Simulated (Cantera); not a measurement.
Charge: 1 mol Zr, 12 mol NH₃, 110 mol H₂, equilibrated at 2250 K.

Method: chemical equilibrium by Gibbs-energy minimisation in Cantera with the NASA 1993 tables (ideal gas, pure condensed phases). Candidate condensed phases: Zr, ZrN; 11 gas species. Kinetics and transport are ignored.

Q: At 1.00e-6 bar, list the 4 most abundant gas species with their mole fractions, and the condensed phases.

A: H 0.956, N₂ 0.0232, H₂ 0.0166, Zr 0.00387. Condensed: gas only.
